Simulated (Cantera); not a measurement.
Charge: 1 mol PH3, 7.4 mol H2, equilibrated at 575 °C and 1.00 bar.

Equilibrium computed with Cantera from the NASA thermochemical tables; the gas is ideal and each condensed phase is pure. Candidate condensed phases: P; 7 gas species. Rates play no part.

What is the equilibrium state?


- x(H2) = 0.972
- x(P4) = 0.0271
- x(PH3) = 0.000745
- x(P2) = 0.000160
- gas amount = 9.146 mol
- log10 activity of P(l) (absent) = -0.77
